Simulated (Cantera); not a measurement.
Charge: 1 mol Si, 0.2 mol O₂, 4.4 mol H₂, held at 1725 K and 0.200 Pa.

Cantera equilibrium calculation (NASA polynomials, part measured and part estimated; ideal gas, pure solids and liquids). Candidate condensed phases: H₂O, Si, SiO₂; 18 gas species. Rates play no part.

Base state: H₂ 0.714, H 0.111, Si 0.105, SiO 0.0700, SiH 0.000179, Si₂ 0.000103 (mole fractions); condensed: gas only.

Problem. What changes in the equilibrium state with this change: Si replaced by Si₃N₄?

Solution. 
```json
[
 {"species": "H₂", "before": "0.714", "after": "0.407"},
 {"species": "Si", "before": "0.105", "after": "0.263"},
 {"species": "N₂", "before": "0", "after": "0.204"},
 {"species": "SiO", "before": "0.0700", "after": "0.0408"},
 {"species": "H", "before": "0.111", "after": "0.0838"},
 {"species": "SiN", "before": "0", "after": "9.38e-5"},
 {"species": "Si₂N", "before": "0", "after": "8.52e-5"},
 {"species": "Si₃", "before": "5.25e-6", "after": "8.38e-5"},
 {"species": "Si₂", "before": "0.000103", "after": "0.000651"},
 {"species": "SiH", "before": "0.000179", "after": "0.000339"}
]
```
The tables' values for SiN are old estimates; treat these amounts as uncertain. Further candidate phases: Si₂N₂O, Si₃N₄.
